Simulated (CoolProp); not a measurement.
A simple Rankine cycle with vinyl chloride: condensing at 298.15 K, boiler at 2.65 MPa, turbine inlet 382.6 K, turbine efficiency 0.7, pump efficiency 0.6, no recuperator. Each further row changes one setting.

Computed with CoolProp (reference Helmholtz-energy equation of state, Thol 2022).

```csv
case,thermal efficiency (%),net work (kJ/kg),heat in (kJ/kg),turbine exit temperature (K),volume ratio over the turbine
as stated,12.1,43.2,358,298.1,6.66
turbine inlet 402.6 K,12.4,48.1,387,316.1,6.39
condensing temperature 290.15 K,13.2,48.8,370,290.1,8.38
boiler pressure 1.85 MPa,10.5,40.0,379,315.8,4.41
turbine efficiency 0.6,10.2,36.4,358,298.1,6.80
```

The expansion ends wet for: as stated; condensing temperature 290.15 K; turbine efficiency 0.6.
